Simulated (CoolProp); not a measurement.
A single-stage vapour-compression cycle with the fluid: evaporating at 288.15 K (dew point), condensing at 335.15 K (bubble point), superheat 2 K, subcooling 2 K, compressor efficiency 0.75, no pressure losses. The same conditions are run with several fluids, on thermodynamics alone (safety and materials aside).

Computed with CoolProp (reference Helmholtz-energy equation of state of each fluid (R410A: Lemmon 2003; R142b: Lemmon 2006; n-hexane: Thol 2019; R507A: Lemmon 2003; n-perfluoropentane: Gao 2022; R236EA: Rui 2013)). Blends and air are pseudo-pure fits.

Q: Rank R410A, R142b, n-hexane, R507A, n-perfluoropentane, R236EA by cooling COP, highest first.

A: n-hexane (3.83), R142b (3.72), R236EA (3.53), n-perfluoropentane (3.00), R410A (2.89), R507A (2.63)

```json
[
 {"fluid": "R410A", "pressure ratio": "3.20", "discharge temperature (K)": "363.2", "refrigerating effect (kJ/kg)": "120", "volumetric capacity (kJ/m³)": "5780"},
 {"fluid": "R142b", "pressure ratio": "3.74", "discharge temperature (K)": "347.4", "refrigerating effect (kJ/kg)": "150", "volumetric capacity (kJ/m³)": "1650"},
 {"fluid": "n-hexane", "pressure ratio": "6.36", "discharge temperature (K)": "335.1", "refrigerating effect (kJ/kg)": "271", "volumetric capacity (kJ/m³)": "126"},
 {"fluid": "R507A", "pressure ratio": "3.16", "discharge temperature (K)": "348.1", "refrigerating effect (kJ/kg)": "74.7", "volumetric capacity (kJ/m³)": "3760"},
 {"fluid": "n-perfluoropentane", "pressure ratio": "5.04", "discharge temperature (K)": "335.1", "refrigerating effect (kJ/kg)": "48.0", "volumetric capacity (kJ/m³)": "346"},
 {"fluid": "R236EA", "pressure ratio": "4.44", "discharge temperature (K)": "335.1", "refrigerating effect (kJ/kg)": "105", "volumetric capacity (kJ/m³)": "1000"}
]
```

The compression ends wet for: n-hexane; n-perfluoropentane; R236EA.
